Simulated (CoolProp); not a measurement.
Vapour-liquid equilibrium of R152A (1) + isobutane (2) at 0.0529 MPa; x and y are mole fractions of (1).

Values from CoolProp's multi-fluid Helmholtz-energy mixture model, Outcalt 1996 and Bücker 2006; pair parameters Bell 2016.

```tsv
x	bubble temperature (K)	y at the bubble point	dew temperature at overall composition x (K)	liquid density (mol/L)
0.05	240.8	0.242	244.9	10.75
0.125	236.2	0.428	243.4	11.07
0.2	233.7	0.523	241.8	11.37
0.275	232.3	0.576	240.1	11.68
0.35	231.5	0.608	238.2	11.99
0.425	231.1	0.628	236.3	12.32
0.5	230.9	0.641	234.3	12.67
0.575	230.8	0.651	232.3	13.04
0.65	230.8	0.661	230.8	13.45
0.725	230.8	0.676	231.3	13.89
0.8	231.0	0.701	232.3	14.36
0.875	231.6	0.749	233.5	14.87
0.95	233.1	0.855	234.6	15.40
```

y crosses x between x = 0.65 and 0.725: the model has an azeotrope there.

Pair parameters are fitted to limited data, so mixtures are less certain than the pure fluids.
